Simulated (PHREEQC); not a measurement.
Solution (37 °C): 9.6 mmol/kgw H2SO4, 190 mmol/kgw KCl and 1.2 mmol/kgw LiCl. Closed to the air; pH follows from the charge balance.

The numbers come from PHREEQC with the Pitzer model, pitzer.dat.

Each row changes one thing in this solution. Precipitation was switched off in this run.

```tsv
case	pH	SO4-2 (mol/kgw)	HSO4- (mol/kgw)	SI of Sylvite (KCl)	SI of Arcanite (K2SO4)
as made	1.92	0.00648	0.00312	-2.75	-2.88
KCl from 0.19 to 0.209 mol/kgw	1.92	0.00655	0.00305	-2.68	…
diluted 2-fold with water	…	0.00357	0.00123	-3.30	-3.52
H2SO4 from 0.0096 to 0.00096 mol/kgw	2.85	0.000906	5.42e-5	-2.75	-3.69
H2SO4 from 0.0096 to 0.0048 mol/kgw	2.19	…	0.00101	-2.75	-3.09
diluted 10-fold with water	2.81	0.000850	0.000110	-4.59	-5.18
LiCl replaced by MnCl2 at the same molality	1.92	0.00650	0.00310	-2.75	-2.88
```

Problem. What belongs in the gaps?

Solution. 
- KCl from 0.19 to 0.209 mol/kgw, SI of Arcanite (K2SO4): -2.82
- diluted 2-fold with water, pH: 2.18
- H2SO4 from 0.0096 to 0.0048 mol/kgw, SO4-2 (mol/kgw): 0.00379

Species that the database lacks are ignored. Away from 25 °C the constants follow the database's enthalpies or fits; those with neither stay at their 25 °C values.
